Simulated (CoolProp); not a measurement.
Computed with CoolProp (reference Helmholtz-energy equation of state, Thol 2015).

**Question.** Give the vapour pressure (kPa), liquid density (kg/m³), vapour density (kg/m³), enthalpy of vaporisation (kJ/kg) of saturated octamethylcyclotetrasiloxane (D4) at 398.5, 436.5, 446 K.

**Answer.** 
```tsv
T (K)	p (kPa)	liquid density (kg/m³)	vapour density (kg/m³)	enthalpy of vaporisation (kJ/kg)
398.5	22.8	832	2.09	150
436.5	73.1	782	6.36	136
446	94.1	769	8.12	132
```
